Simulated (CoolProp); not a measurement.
Values from CoolProp's reference Helmholtz-energy equation of state, Span 1996.

### Question
Give the vapour pressure (MPa), liquid density (kg/m³), surface tension (mN/m) of saturated carbon dioxide at -18.25, -8.45 °C.

### Answer
```
T (°C)  p (MPa)  liquid density (kg/m³)  surface tension (mN/m)
------  -------  ----------------------  ----------------------
-18.25     2.08                    1020                    8.01
-8.45      2.77                     975                    6.07
```

Surface tension comes from a separate correlation (Mulero 2012).
